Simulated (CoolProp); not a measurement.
Nitrous oxide at several states: fugacity coefficient from the reference equation and from simpler models built on Tc = 36.4 °C, pc = 72.45 bar, ω = 0.161; each cubic takes its own stable root.

Model: reference Helmholtz-energy equation of state, Lemmon 2006, in CoolProp. It is a short technical equation, of lower accuracy than the large ones.

| T (°C) | p (bar) | phase | reference | van der Waals | Redlich-Kwong | Soave-Redlich-Kwong |
|---|---|---|---|---|---|---|
| 98.35 | 0.194 | gas | 0.9995 | 0.9995 | 0.9995 | 0.9995 |
| -50.55 | 70.1 | liquid | ? | ? | ? | 0.09666 |
| 46.05 | 0.33 | gas | 0.9986 | 0.9987 | 0.9986 | 0.9986 |
| -48.05 | 43.5 | liquid | 0.1576 | 0.3741 | ? | ? |

Fill in the missing entries.


- -50.55, reference: 0.09466
- -50.55, van der Waals: 0.2421
- -50.55, Redlich-Kwong: 0.1186
- -48.05, Redlich-Kwong: 0.1951
- -48.05, Soave-Redlich-Kwong: 0.1604
